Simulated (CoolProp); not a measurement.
CH3F (R41) along the isotherm 425 K: density (kg/m³) from the reference equation and from simpler models built on Tc = 317.3 K, pc = 5.906 MPa, ω = 0.200; each cubic takes its own stable root.

Values from CoolProp's reference Helmholtz-energy equation of state, Lemmon 2006. It is a short technical equation, of lower accuracy than the large ones.

| p (MPa) | phase | reference | ideal gas | van der Waals | Redlich-Kwong | Soave-Redlich-Kwong | Peng-Robinson |
|---|---|---|---|---|---|---|---|
| 0.187 | gas | 1.809 | 1.801 | 1.809 | 1.809 | 1.808 | 1.809 |
| 0.332 | gas | 3.224 | 3.198 | 3.223 | 3.223 | 3.219 | 3.224 |
| 0.591 | gas | 5.777 | 5.692 | 5.775 | 5.774 | 5.760 | 5.776 |
| 1.05 | gas | 10.38 | 10.11 | 10.38 | 10.37 | 10.33 | 10.38 |
| 1.87 | gas | 18.89 | 18.01 | 18.88 | 18.86 | 18.70 | 18.87 |
| 3.32 | gas | 34.83 | 31.98 | 34.89 | 34.75 | 34.21 | 34.74 |
| 5.91 | supercritical | 66.50 | 56.92 | 67.28 | 66.31 | 64.21 | 65.94 |
| 10.5 | supercritical | 133.8 | 101.1 | 140.8 | 133.1 | 124.1 | 129.6 |
| 18.7 | supercritical | 277.6 | 180.1 | 266.6 | 259.7 | 234.3 | 249.0 |
| 33.2 | supercritical | 450.6 | 319.8 | 351.6 | 390.2 | 363.9 | 393.2 |
| 59.1 | supercritical | 580.0 | 569.2 | 411.9 | 496.2 | 477.3 | 521.7 |
